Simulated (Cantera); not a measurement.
Charge: 1 mol FeS2, a varied amount of O2, 3.1 mol H2O, at 1148 K and 0.100 bar.

Cantera equilibrium calculation (NASA polynomials, part measured and part estimated; ideal gas, pure solids and liquids). Candidate condensed phases: Fe, FeO, Fe(OH)2, Fe(OH)3, FeS, FeSO4, FeS2, Fe2O3, Fe2(SO4)3, Fe3O4, H2O, H2SO4, S; 22 gas species. Mutual solubility and eutectic melting of coexisting phases are not modelled. FeS: taken at fixed stoichiometry. Gases not in the tables: S3 to S7. Rates play no part.

### Question
Which condensed phases are stable at each of these points (n(O2) (mol)): 0.91, 1, 1.2, 1.3, 1.5, 1.7, 1.9, 2.1, 2.4, 2.7, 3, 3.4, 3.8?

### Answer
```csv
n(O2) (mol),condensed phases,Fe condensed (%)
0.91,FeS(s) + Fe3O4(s),100.0
1,FeS(s) + Fe3O4(s),100.0
1.2,FeS(s) + Fe3O4(s),100.0
1.3,FeS(s) + Fe3O4(s),100.0
1.5,FeS(s) + Fe3O4(s),100.0
1.7,FeS(s) + Fe3O4(s),100.0
1.9,FeS(s) + Fe3O4(s),100.0
2.1,FeS(s) + Fe3O4(s),100.0
2.4,Fe3O4(s),100.0
2.7,Fe2O3(s) + Fe3O4(s),100.0
3,Fe2O3(s),100.0
3.4,Fe2O3(s),100.0
3.8,Fe2O3(s),100.0
```

From 0.91 mol O2 to 2.1 mol O2 the condensed part is FeS(s) + Fe3O4(s). At 2.4 mol O2 the condensed part is Fe3O4(s). At 2.7 mol O2 the condensed part is Fe2O3(s) + Fe3O4(s). From 3 mol O2 to 3.8 mol O2 the condensed part is Fe2O3(s).
